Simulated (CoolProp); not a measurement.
The fluoroketone C6F12O (FK-5-1-12) at 424.84 K and 2.62 MPa is throttled through a valve to 0.533 MPa with no heat exchange. Each further row changes one setting.

The numbers come from the reference Helmholtz-energy equation of state, McLinden 2015 in CoolProp.

```csv
case,temperature change (K),final phase,final density (kg/m³)
as stated,[?],[?],[?]
outlet pressure 0.16 MPa,-64.0,[?],[?]
outlet pressure 0.693 MPa,[?],"two-phase, vapour fraction 0.656",[?]
```

Question: What belongs in the gaps?

Answer: 
- as stated, temperature change (K): -44.4
- as stated, final phase: two-phase, vapour fraction 0.813
- as stated, final density (kg/m³): 81.8
- outlet pressure 0.16 MPa, final phase: gas
- outlet pressure 0.16 MPa, final density (kg/m³): 18.1
- outlet pressure 0.693 MPa, temperature change (K): -32.9
- outlet pressure 0.693 MPa, final density (kg/m³): 132
